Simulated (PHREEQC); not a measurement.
A solution holds 0.13 mmol/kgw Li2CO3, at 60 °C. Closed to the air; pH follows from the charge balance.

Model: Pitzer model, pitzer.dat, run in PHREEQC.

| Property | Value |
|---|---|
| pH | 9.08 |
| ionic strength | 0.000271 mol/kgw |
| osmotic coefficient | 0.993 |
| total alkalinity | 0.260 meq/kg |

| species | molality | activity | log γ |
|---|---|---|---|
| Li+ | 0.000260 | 0.000255 | -0.009 |
| OH- | 0.000119 | 0.000117 | -0.009 |
| HCO3- | 0.000119 | 0.000117 | -0.009 |
| CO3-2 | 1.08e-5 | 9.91e-6 | -0.036 |
| CO2 | 1.83e-7 | 1.83e-7 | 0.000 |

This is a speciation only: nothing precipitates in the calculation. Complexes and solids missing from the database can't appear. Constants without temperature data keep their 25 °C values here.
